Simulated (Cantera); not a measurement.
Input: 1 mol HCl, 9.7 mol H2O, at 2052 °C.

Equilibrium computed with Cantera from the NASA thermochemical tables; the gas is ideal and each condensed phase is pure. Candidate condensed phases: H2O; 14 gas species. The numbers say what is thermodynamically allowed, not how fast it happens.

Q: At 25.0 bar, list the 5 most abundant gas species with their mole fractions, and the condensed phases.

A: H2O 0.892, HCl 0.0913, H2 0.00813, OH 0.00363, O2 0.00276. Condensed: gas only.
